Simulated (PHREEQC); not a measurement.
Solution (25 °C): 0.00043 mol/kgw NaHCO3 and 4.7e-05 mol/kgw ZnSO4. Closed to the air; pH follows from the charge balance.

Computed with PHREEQC (ion-association model, wateq4f.dat).

No solid was allowed to form.

Problem. Order these C species by the share of C that they hold, largest first: ZnCO3, CO3-2, CO2, ZnHCO3+, HCO3-.

Solution. HCO3- (94 %), CO2 (3.3 %), ZnCO3 (1.6 %), ZnHCO3+ (0.37 %), CO3-2 (0.30 %)

The pH is 7.79 and the ionic strength 0.000585 mol/kgw. The database's zinc carbonate complexes are estimates, stronger than later reviews accept.
